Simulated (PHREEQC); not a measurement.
Solution (25 °C): 0.23 mol HF, 0.097 mol H2SiF6, 0.023 mol H3PO4 and 0.00041 mol HCl per kg of water. Closed to the air; pH follows from the charge balance.

Computed with PHREEQC (ion-association model, wateq4f.dat).

```yaml
pH: 0.81
ionic_strength: 0.294 mol/kgw
activity_of_water: 0.992
total_alkalinity: -835 meq/kg
```

```tsv
species	molality	activity	log γ
H+	0.197	0.154	-0.106
HF	0.132	0.141	0.029
SiF6-2	0.0970	0.0252	-0.585
H2F2	0.0483	0.0517	0.029
H3PO4	0.0216	0.0231	0.029
H2PO4-	0.00141	0.00102	-0.141
F-	0.000900	0.000608	-0.170
HF2-	0.000486	0.000329	-0.170
Cl-	0.000410	0.000280	-0.166
HPO4-2	1.57e-9	4.09e-10	-0.585
```

Precipitation was switched off in this run. wateq4f.dat counts part of the HF as a dimer, H2F2, which phreeqc.dat doesn't know; its constant is uncertain. H3PO4, which wateq4f.dat lacks, is added to it with the constant of phreeqc.dat. SiF6-2 is the database's only silicon fluoride.
